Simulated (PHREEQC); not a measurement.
Consider water at 20 °C with 0.0018 mol Na2HAsO4 per kg of water. Closed to the air; pH follows from the charge balance.

Model: ion-association model, wateq4f.dat, run in PHREEQC.

**Question.** The ionic strength comes out as 0.00540 mol/kgw. What activity coefficients do OH-, H2AsO4-, HAsO4-2, Na+, AsO4-3 get?

**Answer.** OH- 0.92, H2AsO4- 0.92, HAsO4-2 0.73, Na+ 0.93, AsO4-3 0.50.

Precipitation was switched off in this run.
